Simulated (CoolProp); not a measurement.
Saturation properties of n-decane.

Values from CoolProp's reference Helmholtz-energy equation of state, Lemmon 2006. It is a short technical equation, of lower accuracy than the large ones.

```csv
T (°C),p (bar),vapour density (kg/m³),liquid cp (kJ/(kg K)),surface tension (mN/m),vapour viscosity (µPa s),liquid conductivity (mW/(m K))
9.35,0.0005699,0.003453,2.136,…,5.01,…
21.85,0.001460,0.008473,2.181,23.7,5.22,130
34.25,0.003387,0.01887,2.227,22.5,…,127
46.65,0.007256,0.03889,2.275,21.4,5.64,124
59.15,0.01458,0.07527,2.325,20.2,…,121
71.55,0.02738,0.1365,2.375,19.1,6.05,118
84.05,…,0.2361,2.426,18.0,6.26,115
96.45,0.08294,…,2.478,16.9,6.46,112
108.85,0.1348,0.6129,2.530,15.8,6.67,109
121.35,…,0.9373,2.583,14.7,6.87,106
133.75,0.3199,…,2.636,13.7,7.07,103
146.25,0.4707,1.995,2.690,12.6,7.27,101
```

Task: Complete the blanks.

Result: 
- 9.35, surface tension (mN/m): 24.9
- 9.35, liquid conductivity (mW/(m K)): 134
- 34.25, vapour viscosity (µPa s): 5.43
- 59.15, vapour viscosity (µPa s): 5.85
- 84.05, p (bar): 0.04892
- 96.45, vapour density (kg/m³): 0.3881
- 121.35, p (bar): 0.2115
- 133.75, vapour density (kg/m³): 1.384

It boils at 174.1 °C under 1 atm.

Viscosity comes from a separate model (Huber 2004). Thermal conductivity comes from a separate model (Huber 2005). Surface tension comes from a separate correlation (Mulero 2012).
